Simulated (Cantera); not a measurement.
Charge: 1 mol Si, 0.23 mol HCl, 2.7 mol H₂, held at 810000 Pa.

Equilibrium computed with Cantera from the NASA thermochemical tables; the gas is ideal and each condensed phase is pure. Candidate condensed phases: Si; 19 gas species. The tables' values for SiCl₃ are old estimates; treat these amounts as uncertain. Rates play no part. All values below are at 1523 K.

Base state: H₂ 0.943, HCl 0.0427, SiCl₂ 0.00633, SiHCl₃ 0.00340, SiCl₃ 0.00171, SiCl₄ 0.00137, SiH₂Cl₂ 0.00136, SiH₃Cl 0.000159 (mole fractions); condensed: Si(s).

### Question
What changes in the equilibrium state with this change: Si replaced by Fe₂O₃?

### Answer
```
species        before    after
-----------  --------  -------
H₂              0.943    0.580
H₂O                 0    0.346
HCl            0.0427   0.0692
SiCl₂         0.00633        0
FeCl₂               0  0.00463
SiHCl₃        0.00340        0
SiCl₃         0.00171        0
SiCl₄         0.00137        0
SiH₂Cl₂       0.00136        0
SiH₃Cl       0.000159        0
Si(s), mol      0.958        0
FeO(s), mol         0     1.99
```
The tables' stoichiometric FeO is somewhat more stable than real wüstite, so its field is too wide. FeO: taken at fixed stoichiometry. Further candidate phases: Fe, FeCl₂, FeCl₃, FeO, Fe(OH)₂, Fe(OH)₃, Fe₂O₃, Fe₃O₄, H₂O.
